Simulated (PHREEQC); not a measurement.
Copper plating or etch bath (model solution)

Solution (35 °C): 0.13 mol CuCl2 and 0.11 mol NaCl per kg of water. Closed to the air; pH follows from the charge balance.

The numbers come from PHREEQC with the ion-association model, phreeqc.dat.

```yaml
pH: 4.14
ionic_strength: 0.424 mol/kgw
activity_of_water: 0.990
density: 1.014 g/cm³
```

```tsv
species	molality	activity	log γ
Cl-	0.331	0.217	-0.183
Na+	0.110	0.0787	-0.145
Cu+2	0.0932	0.0239	-0.591
CuCl+	0.0341	0.0224	-0.182
CuCl2	0.00264	0.00291	0.042
H+	9.39e-5	7.20e-5	-0.115
Cu2(OH)2+2	4.44e-5	1.24e-5	-0.555
CuOH+	5.00e-6	3.29e-6	-0.182
CuCl3-	4.04e-6	2.66e-6	-0.182
Cu(OH)2	8.57e-8	9.45e-8	0.042
```

No solid was allowed to form.
